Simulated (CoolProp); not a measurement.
Saturated liquid density (kg/m³) of CH3F (R41): the reference equation beside estimates from Tc = 317.3 K, pc = 5.906 MPa, ω = 0.200. Rackett uses Z = 0.29056 − 0.08775 ω.

Values from CoolProp's reference Helmholtz-energy equation of state, Lemmon 2006. It is a short technical equation, of lower accuracy than the large ones.

| T (K) | reference | Rackett | van der Waals |
|---|---|---|---|
| 205.5 | 858.4 | 731.7 | 453.8 |
| 209.4 | 849.8 | 724.6 | 449.5 |
| 213.3 | 841.2 | 717.4 | 445.2 |
| 217.2 | 832.3 | 710.1 | 440.7 |
| 221.1 | 823.3 | 702.7 | 436.1 |
| 225 | 814.1 | 695.1 | 431.4 |
| 228.9 | 804.8 | 687.3 | 426.6 |
| 232.8 | 795.2 | 679.5 | 421.7 |
| 236.6 | 785.6 | 671.6 | 416.8 |
| 240.5 | 775.6 | 663.4 | 411.6 |
| 244.4 | 765.3 | 654.9 | 406.3 |

Absolute difference from the reference over all 11 rows, mean and median: Rackett 14.6 and 14.6 %, van der Waals 47.0 and 47.0 %.
